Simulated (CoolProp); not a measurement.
Saturation properties of oxygen (Tc = 154.6 K, pc = 5.046 MPa, ω = 0.022).

Model: reference Helmholtz-energy equation of state, Schmidt 1985, in CoolProp.

```json
[
 {"T (K)": "104.8", "p (MPa)": "0.3728", "liquid cp (kJ/(kg K))": "1.766", "surface tension (mN/m)": "9.59", "liquid viscosity (µPa s)": "137", "liquid conductivity (mW/(m K))": "130"},
 {"T (K)": "108.7", "p (MPa)": "0.4963", "liquid cp (kJ/(kg K))": "1.796", "surface tension (mN/m)": "8.68", "liquid viscosity (µPa s)": "125", "liquid conductivity (mW/(m K))": "124"},
 {"T (K)": "112.5", "p (MPa)": "0.6431", "liquid cp (kJ/(kg K))": "1.831", "surface tension (mN/m)": "7.81", "liquid viscosity (µPa s)": "115", "liquid conductivity (mW/(m K))": "118"},
 {"T (K)": "116.3", "p (MPa)": "0.8194", "liquid cp (kJ/(kg K))": "1.874", "surface tension (mN/m)": "6.95", "liquid viscosity (µPa s)": "106", "liquid conductivity (mW/(m K))": "113"},
 {"T (K)": "120.2", "p (MPa)": "1.034", "liquid cp (kJ/(kg K))": "1.930", "surface tension (mN/m)": "6.09", "liquid viscosity (µPa s)": "97.0", "liquid conductivity (mW/(m K))": "107"},
 {"T (K)": "124", "p (MPa)": "1.280", "liquid cp (kJ/(kg K))": "1.999", "surface tension (mN/m)": "5.28", "liquid viscosity (µPa s)": "89.1", "liquid conductivity (mW/(m K))": "101"},
 {"T (K)": "127.9", "p (MPa)": "1.573", "liquid cp (kJ/(kg K))": "2.092", "surface tension (mN/m)": "4.47", "liquid viscosity (µPa s)": "81.5", "liquid conductivity (mW/(m K))": "95.7"},
 {"T (K)": "131.7", "p (MPa)": "1.902", "liquid cp (kJ/(kg K))": "2.212", "surface tension (mN/m)": "3.70", "liquid viscosity (µPa s)": "74.5", "liquid conductivity (mW/(m K))": "90.2"},
 {"T (K)": "135.5", "p (MPa)": "2.277", "liquid cp (kJ/(kg K))": "2.380", "surface tension (mN/m)": "2.96", "liquid viscosity (µPa s)": "67.8", "liquid conductivity (mW/(m K))": "84.7"},
 {"T (K)": "139.4", "p (MPa)": "2.715", "liquid cp (kJ/(kg K))": "2.639", "surface tension (mN/m)": "2.24", "liquid viscosity (µPa s)": "61.2", "liquid conductivity (mW/(m K))": "79.1"}
]
```

It boils at 90.2 K under 1 atm.

Viscosity comes from a separate model (Lemmon 2004). Thermal conductivity comes from a separate model (Lemmon 2004). Surface tension comes from a separate correlation (Mulero 2012).
